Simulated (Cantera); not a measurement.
A perfectly stirred reactor is fed with CH4 : H2O : H2 = 1 : 1.1 : 2 (molar parts), at 2.17 atm; it is held at 2100 K, and followed from long to short residence time.

Model: GRI-Mech 3.0 (53 species, 325 reactions), integrated in Cantera.

Q: What does this change do: pressure from 2.17 atm to 0.109 atm?

A: 
| quantity | before | after |
|---|---|---|
| x(CH4) at τ = 4.70 s | 0.000897 | 0.000789 |
| x(H2O) at τ = 4.70 s | 0.0180 | 0.0197 |
| x(H2) at τ = 4.70 s | 0.816 | 0.810 |
| x(CH2O) at τ = 4.70 s | 1.28e-7 | 5.95e-8 |
| x(HO2) at τ = 4.70 s | <1e-12 | <1e-12 |
| x(CH4) at τ = 0.120 s | 0.00594 | 0.00663 |
| x(H2O) at τ = 0.120 s | 0.0465 | 0.0696 |
| x(H2) at τ = 0.120 s | 0.794 | 0.774 |
| x(CH2O) at τ = 0.120 s | 2.87e-7 | 1.30e-6 |
| x(HO2) at τ = 0.120 s | 1.21e-12 | 8.77e-12 |

Q: What does this change do: pressure from 2.17 atm to 0.132 atm?

A: 
| quantity | before | after |
|---|---|---|
| x(CH4) at τ = 4.70 s | 0.000897 | 0.000795 |
| x(H2O) at τ = 4.70 s | 0.0180 | 0.0195 |
| x(H2) at τ = 4.70 s | 0.816 | 0.810 |
| x(CH2O) at τ = 4.70 s | 1.28e-7 | 5.50e-8 |
| x(HO2) at τ = 4.70 s | <1e-12 | <1e-12 |
| x(CH4) at τ = 0.120 s | 0.00594 | 0.00642 |
| x(H2O) at τ = 0.120 s | 0.0465 | 0.0668 |
| x(H2) at τ = 0.120 s | 0.794 | 0.776 |
| x(CH2O) at τ = 0.120 s | 2.87e-7 | 1.13e-6 |
| x(HO2) at τ = 0.120 s | 1.21e-12 | 7.79e-12 |
